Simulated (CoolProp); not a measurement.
o-xylene at several states: fugacity coefficient from the reference equation and from simpler models built on Tc = 630.3 K, pc = 3.737 MPa, ω = 0.312; each cubic takes its own stable root.

Values from CoolProp's reference Helmholtz-energy equation of state, Zhou 2012.

```csv
T (K),p (MPa),phase,reference,van der Waals,Soave-Redlich-Kwong,Peng-Robinson
441.7,0.294,liquid,0.5888,0.9465,0.5978,0.5945
416.8,3.17,liquid,0.03383,0.1855,0.03449,0.03409
342,1.39,liquid,0.006099,0.1319,0.005921,0.006197
593.6,0.0238,gas,0.9971,0.9978,0.9973,0.9971
296.8,0.0313,liquid,0.02643,0.9863,0.02481,0.02770
409,15.8,liquid,0.009116,0.07793,0.009832,0.009158
```

At some of these states van der Waals gives the other phase, because its saturation line lies elsewhere.
